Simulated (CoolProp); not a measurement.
Vapour-liquid equilibrium of CHF3 (R23) (1) + R22 (2) at 232 kPa; x and y are mole fractions of (1).

The numbers come from the multi-fluid Helmholtz-energy mixture model, Penoncello 2003 and Kamei 1995; pair parameters Bell 2016 in CoolProp.

| x | bubble temperature, mixture model (K) | bubble temperature, Raoult's law (K) | y, mixture model | y, Raoult's law |
|---|---|---|---|---|
| 0.05 | 245.2 | 246.1 | 0.255 | 0.240 |
| 0.125 | 237.4 | 239.3 | 0.499 | 0.476 |
| 0.2 | 231.4 | 233.9 | 0.645 | 0.625 |
| 0.275 | 226.8 | 229.3 | 0.738 | 0.725 |
| 0.35 | 223.1 | 225.5 | 0.801 | 0.796 |
| 0.425 | 220.1 | 222.3 | 0.845 | 0.847 |
| 0.5 | 217.6 | 219.5 | 0.878 | 0.885 |
| 0.575 | 215.5 | 217.0 | 0.904 | 0.915 |
| 0.65 | 213.6 | 214.7 | 0.925 | 0.938 |
| 0.725 | 212.0 | 212.7 | 0.944 | 0.957 |
| 0.8 | 210.5 | 210.9 | 0.960 | 0.972 |
| 0.875 | 209.1 | 209.3 | 0.975 | 0.984 |
| 0.95 | 207.7 | 207.8 | 0.990 | 0.994 |

The largest gap from Raoult's law is -2.5 K in bubble temperature, at x = 0.275. No azeotrope shows between x = 0.05 and 0.95.

The pair parameters rest on a limited set of measurements; away from them the model extrapolates.
